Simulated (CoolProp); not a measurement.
Saturated liquid density (kg/m³) of hydrogen chloride: the reference equation beside estimates from Tc = 324.7 K, pc = 8.314 MPa, ω = 0.130.

The numbers come from the reference Helmholtz-energy equation of state, Thol 2018 in CoolProp.

```tsv
T (K)	reference	Redlich-Kwong	Soave-Redlich-Kwong
170.1	1229	1077	1082
177.9	1210	1059	1066
185.6	1191	1041	1049
193.3	1172	1023	1032
201.1	1152	1003	1014
208.8	1132	982.4	994.3
216.6	1111	960.7	973.8
224.3	1090	938.2	952.5
232	1067	914.5	929.8
```

Absolute difference from the reference over all 9 rows, mean and median: Redlich-Kwong 13.1 and 12.9 %, Soave-Redlich-Kwong 12.2 and 12.0 %.
